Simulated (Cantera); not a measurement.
A freely propagating, adiabatic, planar premixed flame of CH4 : O2 : N2 : CO2 = 1 : 2.33 : 8.74 : 0.36 (molar parts), equivalence ratio 0.86, unburnt at 400 K and 7.80 bar; mixture-averaged transport, grid criteria slope 0.08 and curve 0.16, no radiation.

Model: GRI-Mech 3.0 (53 species, 325 reactions), integrated in Cantera. Burning velocities carry a grid error of a few per cent, more on coarse grids.

What does this change do: inlet temperature 400 to 350 K?


```json
[
 {"quantity": "laminar burning velocity", "before": "16.8 cm/s", "after": "12.8 cm/s"},
 {"quantity": "thermal thickness", "before": "0.137 mm", "after": "0.152 mm"},
 {"quantity": "peak x(C2H)", "before": "6.41e-8", "after": "5.29e-8"},
 {"quantity": "peak x(C2H6)", "before": "0.000473", "after": "0.000449"}
]
```
